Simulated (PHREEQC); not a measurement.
A solution holds 1.9 mol NaCl, 0.03 mol FeCl2 and 0.0004 mol H4SiO4 per kg of water, at 25 °C. Closed to the air; pH follows from the charge balance.

Model: ion-association model, phreeqc.dat, run in PHREEQC.

```yaml
pH: 5.90
ionic_strength: 1.98 mol/kgw
activity_of_water: 0.934
density: 1.072 g/cm³
```

```
species  molality  activity   log γ
-------  --------  --------  ------
Cl-          1.95      1.14  -0.234
Na+          1.90      1.56  -0.086
Fe+2       0.0236   0.00410  -0.761
FeCl+     0.00638   0.00644   0.004
H4SiO4   0.000400  0.000630   0.198
H+        1.73e-6   1.26e-6  -0.139
FeOH+     1.59e-6   9.63e-7  -0.217
H3SiO4-   1.32e-7   7.39e-8  -0.252
OH-       1.41e-8   7.52e-9  -0.274
```

This is a speciation only: nothing precipitates in the calculation. Saturation is exceeded, for instance for Quartz (slow to form), Chalcedony (slow to form); the values hold only as long as no solid forms. The ionic strength is past about 0.7 mol/kgw, beyond the range of this activity model, so the values are rough.
